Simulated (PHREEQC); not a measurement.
Make-up at 88 °C: 0.032 mol/kgw HNO3 and 0.097 mol/kgw AlCl3. Closed to the air; pH follows from the charge balance.

Model: ion-association model, phreeqc.dat, run in PHREEQC.

This is a speciation only: nothing precipitates in the calculation.

Task: Predict the pH.

Result: pH 1.62.

At this temperature some constants are extrapolated from 25 °C, and those without enthalpy data are left unchanged.
